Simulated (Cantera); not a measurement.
An adiabatic, constant-pressure homogeneous reactor starts with CH4 : O2 : N2 = 1 : 2.22 : 8.36 (molar parts), at 1500 K and 48000 Pa. Integrator tolerance rtol = 1e-08.

Computed with Cantera and GRI-Mech 3.0 (53 species, 325 reactions).

Question: What does this change do: initial temperature 1500 to 1550 K?

Answer: 
| quantity | before | after |
|---|---|---|
| time of steepest temperature rise | 2.00 ms | 1.27 ms |
| temperature at 0.900 s | 2653 K | 2670 K |
| equilibrium temperature | 2653 K | 2670 K |
| x(CH4) at 0.900 s | <1e-12 (gas-phase equilibrium <1e-12) | <1e-12 (gas-phase equilibrium <1e-12) |
| x(O2) at 0.900 s | 0.0299 (gas-phase equilibrium 0.0299) | 0.0304 (gas-phase equilibrium 0.0304) |
| x(CH3) at 0.900 s | <1e-12 (gas-phase equilibrium <1e-12) | <1e-12 (gas-phase equilibrium <1e-12) |
| x(OH) at 0.900 s | 0.0197 (gas-phase equilibrium 0.0197) | 0.0206 (gas-phase equilibrium 0.0206) |
| x(CO) at 0.900 s | 0.0331 (gas-phase equilibrium 0.0331) | 0.0345 (gas-phase equilibrium 0.0345) |
| x(C2H2) at 0.900 s | <1e-12 (gas-phase equilibrium <1e-12) | <1e-12 (gas-phase equilibrium <1e-12) |
| x(H) at 0.900 s | 0.00813 (gas-phase equilibrium 0.00813) | 0.00892 (gas-phase equilibrium 0.00892) |

Question: What does this change do: pressure from 48000 Pa to 1600000 Pa?

Answer: 
| quantity | before | after |
|---|---|---|
| time of steepest temperature rise | 2.00 ms | 0.120 ms |
| temperature at 0.900 s | 2653 K | 2874 K |
| equilibrium temperature | 2653 K | 2874 K |
| x(CH4) at 0.900 s | <1e-12 (gas-phase equilibrium <1e-12) | <1e-12 (gas-phase equilibrium <1e-12) |
| x(O2) at 0.900 s | 0.0299 (gas-phase equilibrium 0.0299) | 0.0225 (gas-phase equilibrium 0.0225) |
| x(CH3) at 0.900 s | <1e-12 (gas-phase equilibrium <1e-12) | <1e-12 (gas-phase equilibrium <1e-12) |
| x(OH) at 0.900 s | 0.0197 (gas-phase equilibrium 0.0197) | 0.0142 (gas-phase equilibrium 0.0142) |
| x(CO) at 0.900 s | 0.0331 (gas-phase equilibrium 0.0331) | 0.0217 (gas-phase equilibrium 0.0217) |
| x(C2H2) at 0.900 s | <1e-12 (gas-phase equilibrium <1e-12) | <1e-12 (gas-phase equilibrium <1e-12) |
| x(H) at 0.900 s | 0.00813 (gas-phase equilibrium 0.00813) | 0.00229 (gas-phase equilibrium 0.00229) |
The pressure lies above the range GRI-Mech 3.0 was tuned for (to about 10 atm).
